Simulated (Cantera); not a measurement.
An adiabatic, constant-pressure homogeneous reactor starts with C₃H₈ : O₂ : N₂ = 1 : 4.2 : 52.2 (molar parts), at 1350 K and 0.290 bar.

Detailed kinetics in Cantera: GRI-Mech 3.0 (53 species, 325 reactions). GRI-Mech 3.0 was tuned for natural gas; its chemistry of propane as a main component is partial and can be far from experiment.

x: mole fraction; the columns are a selection and need not sum to one.

```csv
t (s),T (K),x C₃H₈,x O₂,x CO₂,x HCN,x CH₃
4.00e-6,1350,0.0174,0.0732,9.62e-12,<1e-12,8.18e-6
9.85e-6,1350,0.0174,0.0732,4.87e-10,<1e-12,2.33e-5
2.43e-5,1349,0.0173,0.0732,1.21e-8,<1e-12,7.11e-5
5.98e-5,1348,0.0172,0.0731,1.87e-7,<1e-12,0.000197
0.000147,1347,0.0167,0.0730,…,1.64e-12,…
0.000363,1345,0.0154,0.0725,1.29e-5,1.22e-11,0.000604
0.000894,1345,0.0119,0.0710,5.21e-5,6.85e-11,0.000600
0.00220,1793,<1e-12,…,…,…,<1e-12
0.00543,1918,<1e-12,0.00433,0.0260,1.09e-12,<1e-12
0.0134,2004,<1e-12,0.00211,0.0284,2.14e-12,<1e-12
0.0330,2053,<1e-12,0.000728,0.0302,6.32e-12,<1e-12
0.0812,2075,<1e-12,0.000188,0.0309,2.71e-11,<1e-12
0.200,2081,<1e-12,6.87e-5,0.0311,8.14e-11,<1e-12
```

Q: What belongs in the gaps?

A: 
- 0.000147, x CO₂: 2.28e-6
- 0.000147, x CH₃: 0.000451
- 0.00220, x O₂: 0.00711
- 0.00220, x CO₂: 0.0228
- 0.00220, x HCN: 1.85e-9
